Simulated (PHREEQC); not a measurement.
**Hard or scaling water**

A solution holds 0.015 mmol/kgw CaSO4, 160 mmol/kgw NaF and 4.5 mmol/kgw KCl, at 73 °C. Closed to the air; pH follows from the charge balance.

The numbers come from PHREEQC with the ion-association model, wateq4f.dat.

```
Quantity               Result
--------------  -------------
pH                       7.71
ionic strength  0.158 mol/kgw
```

```tsv
species	molality	activity	log γ
F-	0.153	0.108	-0.152
Na+	0.153	0.113	-0.134
NaF	0.00675	0.00700	0.016
Cl-	0.00450	0.00319	-0.150
K+	0.00450	0.00319	-0.150
OH-	1.30e-5	9.18e-6	-0.152
SO4-2	1.15e-5	3.31e-6	-0.541
```

No solid was allowed to form. Saturation is exceeded, for instance for Fluorite; the values hold only as long as no solid forms. Constants without temperature data keep their 25 °C values here.
